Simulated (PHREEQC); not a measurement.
**Brine**

Make-up at 25 °C: 0.12 mol/kgw HCl and 0.26 mol/kgw SrCl2. Closed to the air; pH follows from the charge balance.

Model: ion-association model, phreeqc.dat, run in PHREEQC.

No solid was allowed to form.

Question: Predict the pH, activity of water, density.

Answer: pH 1.05; activity of water 0.983; density 1.034 g/cm³.

The ionic strength is past about 0.7 mol/kgw, beyond the range of this activity model, so the values are rough.
